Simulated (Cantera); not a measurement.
Input (Python, Cantera) and output of one run.

```python
import numpy as np
import cantera as ct

gas_names = """
    CL CL2 H HCL H2 N NH NH2 NH3 N2 N2H2 N2H4
""".split()
cond_names = """
    NH4CL(a) NH4CL(b)
""".split()


def load(file, names, dense=False):
    # The tables refer to 1 bar. Condensed volumes are neglected.
    table = {s.name: s for s in ct.Species.list_from_file(file)}
    out = []
    for n in names:
        d = dict(table[n].input_data)
        d["thermo"] = dict(d["thermo"], **{"reference-pressure": 1e5})
        if dense:
            d["equation-of-state"] = {"model": "constant-volume", "density": "1e6 g/cm^3"}
        out.append(ct.Species.from_dict(d))
    return out


gas = ct.Solution(thermo="ideal-gas", species=load("nasa_gas.yaml", gas_names))
cond = {s.name: ct.Solution(thermo="fixed-stoichiometry", species=[s], name=s.name)
        for s in load("nasa_condensed.yaml", cond_names, dense=True)}
atoms = {
    'HCl': {'H': 1, 'CL': 1},
    'H2': {'H': 2},
    'N2': {'N': 2},
}
top_T = {}  # K; cautious upper limits of use, not melting points


def equilibrate(T, P, feed):
    n = {}
    for name, mol in feed.items():
        for a, k in atoms[name].items():
            n[a] = n.get(a, 0.0) + k * mol
    gas.TPX = T, P, n
    mass = sum(n.values()) * gas.mean_molecular_weight
    gas.equilibrate("TP")
    valid = [c for c in cond.values() if c.min_temp <= T <= top_T.get(c.name, c.max_temp)]
    mix = ct.Mixture([(gas, mass / gas.mean_molecular_weight)] + [(c, 0.0) for c in valid])
    mix.T, mix.P = T, P
    mix.equilibrate("TP", solver="vcs", rtol=1e-11, max_steps=5000)
    return mix


results = []
feed = {'HCl': 1, 'H2': 0.22, 'N2': 5.5}  # mol
T = 3323  # K
P = 1000  # Pa
mix = equilibrate(T, P, feed)
results.append((T, P, feed, dict(zip(mix.species_names, mix.species_moles))))
print(gas.report(threshold=1e-05))
for i in range(1, mix.n_phases):
    print(f"{mix.phase(i).name:16s} {mix.phase_moles(i):12.5e} mol")
```

Output:

```
       temperature   3323 K
          pressure   1000 Pa
           density   0.00087392 kg/m^3
  mean mol. weight   24.146 kg/kmol
   phase of matter   gas

                          1 kg             1 kmol
                     ---------------   ---------------
          enthalpy         6.047e+06        1.4601e+08  J
   internal energy        4.9027e+06        1.1838e+08  J
           entropy             12040        2.9072e+05  J/K
    Gibbs function       -3.3963e+07       -8.2006e+08  J
 heat capacity c_p            1338.2             32311  J/K
 heat capacity c_v            993.83             23997  J/K

                      mass frac. Y      mole frac. X     chem. pot. / RT
                     ---------------   ---------------   ---------------
                CL           0.18242           0.12425           -26.179
                 H         0.0073374           0.17576           -16.003
               HCL         0.0032888         0.0021781           -42.182
                H2        0.00017207         0.0020609           -32.006
                 N        0.00044216         0.0007622           -16.867
                N2           0.80633           0.69499           -33.734
     [   +6 minor]        2.4636e-06        1.6559e-06
```

Equilibrium computed with Cantera from the NASA thermochemical tables; the gas is ideal and each condensed phase is pure.
